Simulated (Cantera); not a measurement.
An adiabatic, constant-pressure homogeneous reactor starts with CH4 : CO : O2 : N2 : H2O = 1 : 0.25 : 5.74 : 21.6 : 1 (molar parts), at 1225 K and 0.810 bar.

Model: GRI-Mech 3.0 (53 species, 325 reactions), integrated in Cantera.

Task: Predict: time of steepest temperature rise; temperature at 5.00 s; equilibrium temperature; x(CO) at 5.00 s; x(O2) at 5.00 s; x(NO) at 5.00 s; x(N2O) at 5.00 s; x(NO2) at 5.00 s.

Result: 
```json
{
 "time_of_steepest_temperature_rise": "24.0 ms",
 "temperature at 5.00 s": "1992 K",
 "equilibrium_temperature": "1989 K",
 "x(CO) at 5.00 s": "0.000168 (gas-phase equilibrium 0.000164)",
 "x(O2) at 5.00 s": "0.120 (gas-phase equilibrium 0.119)",
 "x(NO) at 5.00 s": "0.00408 (gas-phase equilibrium 0.00541)",
 "x(N2O) at 5.00 s": "2.62e-7 (gas-phase equilibrium 2.64e-7)",
 "x(NO2) at 5.00 s": "4.85e-6 (gas-phase equilibrium 6.44e-6)"
}
```
